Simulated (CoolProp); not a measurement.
Properties of nitrogen along the isobar 3.03 MPa.

The numbers come from the reference Helmholtz-energy equation of state, Span 2000 in CoolProp.

| T (K) | phase | density (kg/m³) | speed of sound (m/s) | Joule-Thomson coefficient (K/MPa) | conductivity (mW/(m K)) |
|---|---|---|---|---|---|
| 74.8 | liquid | 824.4 | 900.2 | -0.3710 | 153 |
| 79.1 | liquid | 805.8 | 858.8 | -0.3489 | 145 |
| 83.3 | liquid | 786.9 | 817.9 | -0.3220 | 137 |
| 87.6 | liquid | 766.8 | 775.2 | -0.2874 | 128 |
| 91.9 | liquid | 745.8 | 731.4 | -0.2434 | 120 |
| 96.1 | liquid | 724.1 | 687.1 | -0.1881 | 112 |
| 100.4 | liquid | 700.3 | 639.7 | -0.1139 | 104 |
| 104.7 | liquid | 674.5 | 589.4 | -0.01341 | 95.5 |
| 108.9 | liquid | 646.4 | 536.5 | 0.1243 | 87.2 |
| 113.2 | liquid | 613.3 | 476.4 | 0.3351 | 78.5 |
| 117.5 | liquid | 572.5 | 406.3 | 0.6900 | 69.4 |
| 121.7 | liquid | 514.9 | 315.4 | 1.453 | 59.7 |
| 126 | gas | 145.4 | 180.9 | 9.953 | 23.4 |
| 130.3 | gas | 121.9 | 195.1 | 9.515 | 20.1 |
| 134.5 | gas | 109.1 | 204.9 | 8.974 | 18.9 |

Thermal conductivity comes from a separate model (Lemmon 2004).
